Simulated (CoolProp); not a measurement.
Computed with CoolProp (reference Helmholtz-energy equation of state, Rui 2013).

Problem. Give the vapour pressure (MPa), liquid cp (kJ/(kg K)), vapour Z, liquid viscosity (µPa s) of saturated R236EA at 316 K.

Solution. 
```
T (K)  p (MPa)  liquid cp (kJ/(kg K))  vapour Z  liquid viscosity (µPa s)
-----  -------  ---------------------  --------  ------------------------
316      0.368                   1.29     0.892                       302
```

Viscosity comes from a separate model (Huber 2003), an estimate that may be off by 10 % or more.
